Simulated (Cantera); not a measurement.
A freely propagating, adiabatic, planar premixed flame of H2 : O2 : N2 : H2O = 1 : 0.217 : 0.817 : 0.57 (molar parts), equivalence ratio 2.3, unburnt at 600 K and 100.0 Torr; mixture-averaged transport, grid criteria slope 0.08 and curve 0.16, no radiation.

Computed with Cantera and the H2/O2 subset of GRI-Mech 3.0, which has no nitrogen chemistry. Burning velocities carry a grid error of a few per cent, more on coarse grids.

**Question.** What does this change do: O2 0.217 to 0.27 parts?

**Answer.** 
```json
[
 {"quantity": "laminar burning velocity", "before": "515 cm/s", "after": "622 cm/s"},
 {"quantity": "thermal thickness", "before": "5.57 mm", "after": "5.48 mm"},
 {"quantity": "peak x(H)", "before": "0.0717", "after": "0.0898"},
 {"quantity": "peak x(O)", "before": "0.00205", "after": "0.00398"},
 {"quantity": "peak x(HO2)", "before": "7.68e-5", "after": "9.16e-5"}
]
```

**Question.** What does this change do: inlet temperature 600 to 523 K?

**Answer.** 
| quantity | before | after |
|---|---|---|
| laminar burning velocity | 515 cm/s | 391 cm/s |
| thermal thickness | 5.57 mm | 5.20 mm |
| peak x(H) | 0.0717 | 0.0645 |
| peak x(O) | 0.00205 | 0.00175 |
| peak x(HO2) | 7.68e-5 | 9.91e-5 |
